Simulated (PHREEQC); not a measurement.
Model water analysis in mmol/kgw, 20 °C, pH 1.97, pe 11.6:

| constituent | mmol/kgw |
|---|---|
| Na | 10.9 |
| K | 1.35 |
| Ca | 5 |
| Mg | 2.76 |
| Cl | 0.905 |
| S(6) | 24 |
| Si | 0.101 |

Na is adjusted to close the charge balance.
Valence states are taken as typed.

Equilibrium calculation in PHREEQC: ion-association model, phreeqc.dat.

Task: The ionic strength comes out as 0.0546 mol/kgw. What activity coefficients do Mg+2, Ca+2, HSO4-, CaHSO4+, H+ get?

Result: Mg+2 0.48, Ca+2 0.46, HSO4- 0.82, CaHSO4+ 0.82, H+ 0.85.

Precipitation was switched off in this run. The solution is supersaturated, for example in Quartz (slow to form), so a real one may precipitate; this is no full list. Species that the database lacks are ignored.
